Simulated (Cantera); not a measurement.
An adiabatic, constant-volume homogeneous reactor starts with CH₄ : O₂ : N₂ : H₂O = 1 : 2.06 : 20.4 : 5.1 (molar parts), at 1398 K and 960000 Pa. Integrator tolerance rtol = 1e-08.

Cantera simulation using GRI-Mech 3.0 (53 species, 325 reactions); the numbers are that mechanism's predictions, not measurements.

**Question.** What does this change do: 0.045 parts C2H6 added?

**Answer.** 
```
quantity                                                            before                                      after
---------------------------------  ---------------------------------------  -----------------------------------------
time of steepest temperature rise                                  1.74 ms                                   0.737 ms
temperature at 3.00 s                                               2246 K                                     2270 K
equilibrium temperature                                             2246 K                                     2270 K
x(CH₄) at 3.00 s                     <1e-12 (gas-phase equilibrium <1e-12)      <1e-12 (gas-phase equilibrium <1e-12)
x(O₂) at 3.00 s                    0.00259 (gas-phase equilibrium 0.00259)  0.000467 (gas-phase equilibrium 0.000467)
x(H₂O) at 3.00 s                       0.245 (gas-phase equilibrium 0.245)        0.246 (gas-phase equilibrium 0.246)
x(CO₂) at 3.00 s                     0.0336 (gas-phase equilibrium 0.0336)      0.0340 (gas-phase equilibrium 0.0340)
x(CH₃) at 3.00 s                     <1e-12 (gas-phase equilibrium <1e-12)      <1e-12 (gas-phase equilibrium <1e-12)
x(H₂) at 3.00 s                    0.00187 (gas-phase equilibrium 0.00187)    0.00504 (gas-phase equilibrium 0.00504)
```

**Question.** What does this change do: pressure from 960000 Pa to 180000 Pa?

**Answer.** 
```json
[
 {"quantity": "time of steepest temperature rise", "before": "1.74 ms", "after": "8.30 ms"},
 {"quantity": "temperature at 3.00 s", "before": "2246 K", "after": "2223 K"},
 {"quantity": "equilibrium temperature", "before": "2246 K", "after": "2223 K"},
 {"quantity": "x(CH₄) at 3.00 s", "before": "<1e-12 (gas-phase equilibrium <1e-12)", "after": "<1e-12 (gas-phase equilibrium <1e-12)"},
 {"quantity": "x(O₂) at 3.00 s", "before": "0.00259 (gas-phase equilibrium 0.00259)", "after": "0.00346 (gas-phase equilibrium 0.00346)"},
 {"quantity": "x(H₂O) at 3.00 s", "before": "0.245 (gas-phase equilibrium 0.245)", "after": "0.243 (gas-phase equilibrium 0.243)"},
 {"quantity": "x(CO₂) at 3.00 s", "before": "0.0336 (gas-phase equilibrium 0.0336)", "after": "0.0326 (gas-phase equilibrium 0.0326)"},
 {"quantity": "x(CH₃) at 3.00 s", "before": "<1e-12 (gas-phase equilibrium <1e-12)", "after": "<1e-12 (gas-phase equilibrium <1e-12)"},
 {"quantity": "x(H₂) at 3.00 s", "before": "0.00187 (gas-phase equilibrium 0.00187)", "after": "0.00323 (gas-phase equilibrium 0.00323)"}
]
```
